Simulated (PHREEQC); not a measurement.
Make-up at 25 °C: 3.2e-05 mol CaSO4, 0.016 mol NaF and 6.8e-06 mol H4SiO4 per kg of water. Closed to the air; pH follows from the charge balance.

Equilibrium calculation in PHREEQC: ion-association model, wateq4f.dat.

```json
{
  "pH": "7.63",
  "ionic_strength": "0.0160 mol/kgw"
}
```

```
species  molality  activity   log γ
-------  --------  --------  ------
Na+        0.0159    0.0140  -0.054
F-         0.0159    0.0140  -0.056
NaF      0.000112  0.000113   0.002
SO4-2     3.05e-5   1.86e-5  -0.214
Ca+2      2.95e-5   1.81e-5  -0.211
H4SiO4    6.75e-6   6.78e-6   0.002
```

No solid was allowed to form. Saturation is exceeded, for instance for Fluorite; the values hold only as long as no solid forms. SiF6-2 is the database's only silicon fluoride.
